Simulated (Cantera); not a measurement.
Mixture: 37.5 % H₂, 12.5 % O₂, 46.9 % N₂, 3.15 % H₂O, equivalence ratio 1.5, at 4.93 atm, adiabatic and at constant volume. Ignition delay is the time to a rise of 400 K.

Detailed kinetics in Cantera: the H2/O2 subset of GRI-Mech 3.0, which has no nitrogen chemistry. The hydrogen kinetics of GRI-Mech 3.0 are dated; newer H2 mechanisms differ, most at raised pressure. Where the delays flatten at high temperature, the 400 K rule measures the pace of heat release, not the induction time.

**Question.** Predict: delay at 1223 K; delay at 1373 K; delay at 1523 K; delay at 1673 K; delay at 1823 K.

**Answer.** 
```
Item              Result
---------------  -------
delay at 1223 K  17.6 µs
delay at 1373 K  4.94 µs
delay at 1523 K  2.67 µs
delay at 1673 K  1.76 µs
delay at 1823 K  1.33 µs
```
